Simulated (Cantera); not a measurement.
Input: 1 mol Ta2O5, 2.8 mol C, 1.4 mol CO, at 81.0 Pa.

These are equilibrium values from Cantera (NASA tables, ideal gas, pure condensed phases), not measurements of a reactor. Candidate condensed phases: C, Ta, TaC, Ta2O5; 15 gas species. Mutual solubility and eutectic melting of coexisting phases are not modelled. TaC: taken at fixed stoichiometry. Condensed phases not in the tables: Ta2C, N, O or C dissolved in the metal. The numbers say what is thermodynamically allowed, not how fast it happens.

**Question.** What share of the Ta ends up in condensed phases as a function of T (°C), at 1150, 1300, 1450, 1600, 1750, 1900, 2050, 2200?

**Answer.** 
```csv
T (°C),Ta condensed (%),as
1150,100.0,TaC(s) + Ta2O5(s)
1300,100.0,TaC(s) + Ta2O5(s)
1450,100.0,TaC(s) + Ta2O5(s)
1600,100.0,TaC(s) + Ta2O5(s)
1750,99.5,Ta(s) + Ta2O5(s)
1900,95.5,Ta(s) + Ta2O5(l)
2050,66.3,Ta(s) + Ta2O5(l)
2200,34.9,Ta(s)
```
